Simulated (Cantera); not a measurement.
Thermodynamics of hydrogen reduction and annealing atmospheres, feed PbS + H₂ + N₂

Charge: 1 mol PbS, 0.61 mol H₂, 47 mol N₂, at 873.15 K and 73.0 mbar.

Method: chemical equilibrium by Gibbs-energy minimisation in Cantera with the NASA 1993 tables (ideal gas, pure condensed phases). Candidate condensed phases: Pb, PbS, S; 18 gas species. Rates play no part.

x(N₂): 0.987
x(H₂): 0.0128
x(H₂S): 6.06e-5
x(PbS): 2.57e-5
x(Pb): 8.75e-6
n(Pb(l)): 0.00247 mol
n(PbS(s)): 0.996 mol
gas amount: 47.61 mol
log10 activity of S(l) (absent): -5.10
